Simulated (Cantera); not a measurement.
A Cantera script and its output.

```python
import numpy as np
import cantera as ct

gas = ct.Solution("gri30.yaml")
gas.TPX = 400, 210000, {'CH4': 1, 'O2': 1.67, 'N2': 7.67}
flame = ct.FreeFlame(gas, width=0.024)
flame.set_refine_criteria(ratio=3, slope=0.08, curve=0.16)
flame.transport_model = "mixture-averaged"
flame.solve(loglevel=0, auto=True)
z, T = flame.grid, flame.T
thick = (T[-1] - T[0]) / np.gradient(T, z).max()
show = ['CH4', 'O2', 'O', 'C2H4', 'CH2', 'HCO']
print(f"laminar burning velocity  {flame.velocity[0] * 100:.3f} cm/s")
print(f"burnt temperature         {T[-1]:.1f} K")
print(f"thermal thickness         {thick * 1e3:.4f} mm")
print(f"grid points               {len(z)}")
z0 = z[flame.heat_release_rate.argmax()]
print(f"{'z/mm':>9s}{'T/K':>9s}{'u/(m/s)':>9s}" + "".join(f"{s:>11s}" for s in show))
rows = []
for k in (-3, -2, -1.5, -1, -0.5, -0.25, 0, 0.25, 0.5, 1, 2, 4, 8):
    zz = z0 + k * thick
    rows.append([k * thick, np.interp(zz, z, T), np.interp(zz, z, flame.velocity),
                 *(np.interp(zz, z, flame.X[gas.species_index(s)]) for s in show)])
    print(f"{rows[-1][0] * 1e3:9.3f}{rows[-1][1]:9.1f}{rows[-1][2]:9.3f}" + "".join(f"{x:11.3e}" for x in rows[-1][3:]))
```

It prints:

```
laminar burning velocity  22.983 cm/s
burnt temperature         2018.8 K
thermal thickness         0.3910 mm
grid points               150
     z/mm      T/K  u/(m/s)        CH4         O2          O       C2H4        CH2        HCO
   -1.173    400.6    0.231  9.649e-02  1.612e-01  7.063e-14  7.066e-08  5.294e-20  6.488e-19
   -0.782    408.5    0.236  9.565e-02  1.603e-01  2.767e-12  1.769e-06  2.068e-16  4.930e-15
   -0.586    433.3    0.251  9.375e-02  1.583e-01  2.288e-11  9.556e-06  8.635e-15  2.690e-13
   -0.391    566.3    0.331  8.512e-02  1.482e-01  1.103e-09  8.186e-05  2.235e-12  6.248e-11
   -0.195   1043.8    0.619  5.452e-02  1.060e-01  1.326e-06  5.585e-04  1.131e-08  1.106e-07
   -0.098   1428.7    0.853  2.845e-02  6.636e-02  2.203e-05  9.913e-04  1.243e-06  2.918e-06
    0.000   1776.0    1.065  5.976e-03  2.530e-02  1.533e-04  4.845e-04  2.673e-05  1.135e-05
    0.098   1910.0    1.143  3.592e-04  6.150e-03  3.007e-04  1.519e-05  1.163e-05  3.640e-06
    0.195   1941.6    1.158  1.473e-05  1.794e-03  2.811e-04  1.030e-07  7.704e-07  3.188e-07
    0.391   1966.5    1.170  7.532e-08  5.835e-04  1.762e-04  7.497e-11  5.236e-09  8.337e-08
    0.782   1988.9    1.182  9.678e-11  2.467e-04  7.987e-05  1.729e-13  7.134e-12  5.355e-08
    1.564   2005.0    1.191  4.094e-13  8.303e-05  2.661e-05  3.855e-16  1.497e-14  3.044e-08
    3.128   2013.8    1.196  2.245e-13  2.263e-05  7.217e-06  2.933e-18  2.675e-15  1.576e-08
```

Model: GRI-Mech 3.0 (53 species, 325 reactions), integrated in Cantera. Burning velocities carry a grid error of a few per cent, more on coarse grids.
